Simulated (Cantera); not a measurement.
What does this Cantera script print?

```python
import numpy as np
import cantera as ct

gas = ct.Solution("SiF4_NH3_mec.yaml", "gas")
gas.TPX = 1623, 101325, {'NH3': 1, 'H2': 0.2}
reactor = ct.IdealGasConstPressureReactor(gas, energy="off", clone=False)
net = ct.ReactorNet([reactor])
net.rtol, net.atol = 1e-08, 1e-18
show = ['NH3', 'H2', 'NH', 'N2', 'NH2']
times = np.geomspace(1e-05, 30, 10)

steps = ct.SolutionArray(gas, extra=["t"])
rows = []
print(f"{'t/s':>10s}{'T/K':>9s}{'P/Pa':>11s}" + "".join(f"{s:>11s}" for s in show))
for t in times:
    while net.time < t:
        t_next = net.step()
        steps.append(gas.state, t=t_next)
    rows.append([np.interp(t, steps.t, y) for y in (steps.T, steps.P, *steps(*show).X.T)])
    print(f"{t:10.3e}{rows[-1][0]:9.1f}{rows[-1][1]:11.4g}" + "".join(f"{x:11.3e}" for x in rows[-1][2:]))
rate = np.gradient(steps.T, steps.t)
print("integrator steps:", len(steps.t))
if steps.T.max() > steps.T[0] + 200:
    print(f"time of steepest temperature rise: {steps.t[rate.argmax()]:.4e} s")
gas.TPX = 1623, 101325, {'NH3': 1, 'H2': 0.2}
gas.equilibrate("TP")
print(f"equilibrium (TP): T = {gas.T:.1f} K  " + "  ".join(f"{s} {gas[s].X[0]:.3e}" for s in show))
```

Result:

```
       t/s      T/K       P/Pa        NH3         H2         NH         N2        NH2
 1.000e-05   1623.0  1.013e+05  8.333e-01  1.667e-01  2.518e-11  4.694e-14  1.017e-06
 5.244e-05   1623.0  1.013e+05  8.333e-01  1.667e-01  9.249e-10  1.335e-10  5.349e-06
 2.750e-04   1623.0  1.013e+05  8.333e-01  1.667e-01  2.579e-08  1.617e-07  2.767e-05
 1.442e-03   1623.0  1.013e+05  8.331e-01  1.668e-01  2.937e-07  2.951e-05  9.541e-05
 7.563e-03   1623.0  1.013e+05  8.318e-01  1.677e-01  3.482e-07  3.760e-04  1.041e-04
 3.966e-02   1623.0  1.013e+05  8.251e-01  1.726e-01  3.475e-07  2.202e-03  1.035e-04
 2.080e-01   1623.0  1.013e+05  7.916e-01  1.970e-01  3.437e-07  1.135e-02  1.003e-04
 1.091e+00   1623.0  1.013e+05  6.505e-01  2.996e-01  3.186e-07  4.983e-02  8.624e-05
 5.721e+00   1623.0  1.013e+05  3.251e-01  5.362e-01  2.151e-07  1.386e-01  4.939e-05
 3.000e+01   1623.0  1.013e+05  8.048e-02  7.141e-01  7.337e-08  2.053e-01  1.427e-05
integrator steps: 926
equilibrium (TP): T = 1623.0 K  NH3 1.425e-05  H2 7.727e-01  NH 1.498e-11  N2 2.273e-01  NH2 2.709e-09
```

Model: the gas-phase N/H chemistry of the illustrative SiF4/NH3 mechanism in the Surface Chemkin manual (1991), integrated in Cantera. Walls and surfaces, which speed up NH3 decomposition in real reactors, are not modelled.
